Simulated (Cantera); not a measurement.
Input: 1 mol TiC, 0.3 mol H2, 0.0092 mol H2O, at 0.0133 bar.

These are equilibrium values from Cantera (NASA tables, ideal gas, pure condensed phases), not measurements of a reactor. Candidate condensed phases: C, C6H6, C7H8, C8H18, H2O, Ti, TiC, TiO, TiO2, Ti2O3, Ti3O5, Ti4O7; 113 gas species. Mutual solubility and eutectic melting of coexisting phases are not modelled. TiC, TiO: taken at fixed stoichiometry. Condensed phases not in the tables: solid solutions among these carbides, nitrides and lower oxides. Equilibrium is a limit: real reactors are often held back by kinetics, nucleation or transport.

x: gas mole fraction; n: condensed amount in mol.

```
T (K)   x H2    x CO       x H    x H2O     x TiO  x CH4      x Ti  n TiC(s)  n Ti2O3(s)  n TiO(s)
-----  -----  ------  --------  -------  --------  -----  --------  --------  ----------  --------
1473   0.988  0.0118  0.000109  2.22e-5  1.53e-10    ___  3.58e-12     0.996     0.00184         0
1498   0.988  0.0118  0.000148  2.28e-5  3.72e-10    ___  1.07e-11     0.996     0.00184         0
1523   0.988  0.0118  0.000199  2.34e-5  8.76e-10    ___  3.08e-11     0.996     0.00184         0
1548   0.988  0.0118  0.000265  2.40e-5   2.00e-9    ___  8.55e-11     0.996     0.00184         0
1573   0.988  0.0117  0.000350  2.45e-5   4.46e-9    ___  2.30e-10     0.996     0.00184         0
1598   0.988  0.0117  0.000458  2.51e-5   9.69e-9    ___  5.99e-10     0.996     0.00184         0
1623   0.988  0.0117  0.000595  2.56e-5   2.05e-8    ___   1.52e-9     0.996     0.00184         0
1648   0.985  0.0146  0.000765  2.84e-5   4.04e-8    ___   3.25e-9     0.995           0   0.00460
1673   0.984  0.0146  0.000979  2.77e-5   7.47e-8    ___   7.44e-9     0.995           0   0.00460
1698   0.984  0.0146   0.00124  2.70e-5   1.36e-7    ___   1.66e-8     0.995           0   0.00460
1723   0.984  0.0146   0.00157  2.63e-5   2.42e-7    ___   3.61e-8     0.995           0   0.00460
1748   0.983  0.0146   0.00196  2.57e-5   4.24e-7    ___   7.69e-8     0.995           0   0.00460
1773   0.983  0.0146   0.00244  2.51e-5   7.30e-7    ___   1.60e-7     0.995           0   0.00460
```

Question: What belongs in the gaps?

Answer: 
- 1473, x CH4: 5.57e-7
- 1498, x CH4: 3.99e-7
- 1523, x CH4: 2.89e-7
- 1548, x CH4: 2.12e-7
- 1573, x CH4: 1.57e-7
- 1598, x CH4: 1.17e-7
- 1623, x CH4: 8.83e-8
- 1648, x CH4: 7.64e-8
- 1673, x CH4: 6.13e-8
- 1698, x CH4: 4.95e-8
- 1723, x CH4: 4.02e-8
- 1748, x CH4: 3.29e-8
- 1773, x CH4: 2.71e-8
